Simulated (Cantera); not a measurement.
A perfectly stirred reactor is fed with CH₄ : H₂O = 1 : 0.45 (molar parts), at 11300 Torr; it is held at 1475 K, and followed from long to short residence time.

Cantera simulation using GRI-Mech 3.0 (53 species, 325 reactions); the numbers are that mechanism's predictions, not measurements. GRI-Mech 3.0 stops at C3 and has no aromatics, soot or wall deposition, so with more carbon than oxygen in the feed, carbon stays in small species such as C2H2 where larger ones or solid carbon would form. The pressure lies above the range GRI-Mech 3.0 was tuned for (to about 10 atm).

Q: What does this change do: pressure from 11300 Torr to 1500 Torr?

A: 
```
quantity                 before    after
---------------------  --------  -------
x(CH₄) at τ = 5.00 s      0.400    0.229
x(H₂O) at τ = 5.00 s      0.191    0.179
x(CH₂) at τ = 5.00 s   3.22e-10  1.40e-9
x(H₂) at τ = 5.00 s       0.300    0.438
x(O₂) at τ = 5.00 s      <1e-12   <1e-12
x(CH₄) at τ = 50.0 ms     0.542    0.604
x(H₂O) at τ = 50.0 ms     0.287    0.296
x(CH₂) at τ = 50.0 ms  3.67e-10  1.65e-9
x(H₂) at τ = 50.0 ms      0.122   0.0720
x(O₂) at τ = 50.0 ms     <1e-12   <1e-12
```
